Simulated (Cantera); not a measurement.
An adiabatic, constant-pressure homogeneous reactor starts with CH4 : C2H6 : O2 : N2 = 1 : 0.04 : 2.71 : 10.2 (molar parts), at 1675 K and 2.07 atm.

Cantera simulation using GRI-Mech 3.0 (53 species, 325 reactions); the numbers are that mechanism's predictions, not measurements.

Task: Predict: time of steepest temperature rise; temperature at 0.100 s; equilibrium temperature; x(O2) at 0.100 s; x(NO2) at 0.100 s; x(HO2) at 0.100 s.

Result: 
```json
{
 "time_of_steepest_temperature_rise": "63.6 µs",
 "temperature at 0.100 s": "2774 K",
 "equilibrium_temperature": "2774 K",
 "x(O2) at 0.100 s": "0.0412 (gas-phase equilibrium 0.0412)",
 "x(NO2) at 0.100 s": "6.56e-6 (gas-phase equilibrium 6.56e-6)",
 "x(HO2) at 0.100 s": "1.09e-5 (gas-phase equilibrium 1.09e-5)"
}
```
